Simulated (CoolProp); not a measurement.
Vapour-liquid equilibrium of R114 (1) + R113 (2) at 31.65 °C; x and y are mole fractions of (1).

Model: multi-fluid Helmholtz-energy mixture model, Platzer 1990 and Marx 1992; pair parameters Bell 2016, in CoolProp. This equation is an older, rougher fit; its heat capacities, sound speeds and derivatives of the liquid may be far off and weren't checked against measurements.

```json
[
 {"x": "0.05", "bubble pressure (MPa)": "0.06785", "y at the bubble point": "0.186", "dew pressure at overall composition x (MPa)": "0.06024", "liquid density (mol/L)": "8.267"},
 {"x": "0.125", "bubble pressure (MPa)": "0.08307", "y at the bubble point": "0.383", "dew pressure at overall composition x (MPa)": "0.06421", "liquid density (mol/L)": "8.283"},
 {"x": "0.2", "bubble pressure (MPa)": "0.09847", "y at the bubble point": "0.521", "dew pressure at overall composition x (MPa)": "0.06874", "liquid density (mol/L)": "8.298"},
 {"x": "0.275", "bubble pressure (MPa)": "0.1140", "y at the bubble point": "0.622", "dew pressure at overall composition x (MPa)": "0.07396", "liquid density (mol/L)": "8.312"},
 {"x": "0.35", "bubble pressure (MPa)": "0.1295", "y at the bubble point": "0.699", "dew pressure at overall composition x (MPa)": "0.08004", "liquid density (mol/L)": "8.325"},
 {"x": "0.425", "bubble pressure (MPa)": "0.1450", "y at the bubble point": "0.760", "dew pressure at overall composition x (MPa)": "0.08720", "liquid density (mol/L)": "8.338"},
 {"x": "0.5", "bubble pressure (MPa)": "0.1604", "y at the bubble point": "0.810", "dew pressure at overall composition x (MPa)": "0.09577", "liquid density (mol/L)": "8.349"},
 {"x": "0.575", "bubble pressure (MPa)": "0.1759", "y at the bubble point": "0.851", "dew pressure at overall composition x (MPa)": "0.1062", "liquid density (mol/L)": "8.359"},
 {"x": "0.65", "bubble pressure (MPa)": "0.1913", "y at the bubble point": "0.885", "dew pressure at overall composition x (MPa)": "0.1191", "liquid density (mol/L)": "8.368"},
 {"x": "0.725", "bubble pressure (MPa)": "0.2067", "y at the bubble point": "0.915", "dew pressure at overall composition x (MPa)": "0.1356", "liquid density (mol/L)": "8.376"},
 {"x": "0.8", "bubble pressure (MPa)": "0.2221", "y at the bubble point": "0.942", "dew pressure at overall composition x (MPa)": "0.1572", "liquid density (mol/L)": "8.382"},
 {"x": "0.875", "bubble pressure (MPa)": "0.2377", "y at the bubble point": "0.965", "dew pressure at overall composition x (MPa)": "0.1864", "liquid density (mol/L)": "8.386"},
 {"x": "0.95", "bubble pressure (MPa)": "0.2534", "y at the bubble point": "0.987", "dew pressure at overall composition x (MPa)": "0.2274", "liquid density (mol/L)": "8.389"}
]
```

No azeotrope shows between x = 0.05 and 0.95.

Pair parameters are fitted to limited data, so mixtures are less certain than the pure fluids.
